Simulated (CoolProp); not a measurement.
Dodecamethylcyclohexasiloxane (D6) at several states: fugacity coefficient from the reference equation and from simpler models built on Tc = 645.8 K, pc = 0.9614 MPa, ω = 0.736; each cubic takes its own stable root.

Model: reference Helmholtz-energy equation of state, Colonna 2008, in CoolProp. It is a short technical equation, of lower accuracy than the large ones.

```csv
T (K),p (MPa),phase,reference
293,0.067,liquid,3.009e-5
383.6,0.249,liquid,0.004946
386.6,2.14,liquid,0.0008976
604.6,0.0303,gas,0.9836
545.1,0.0166,gas,0.9875
```

### Question
How far does each simpler model (Redlich-Kwong, Peng-Robinson) lie from the reference over these 5 states: mean and median of the absolute difference, and the worst?

### Answer
- Redlich-Kwong: mean 5626.1 %, median 1352.8 %, worst +25413.5 % at 293 K and 0.067 MPa
- Peng-Robinson: mean 18.5 %, median 11.6 %, worst +68.1 % at 293 K and 0.067 MPa
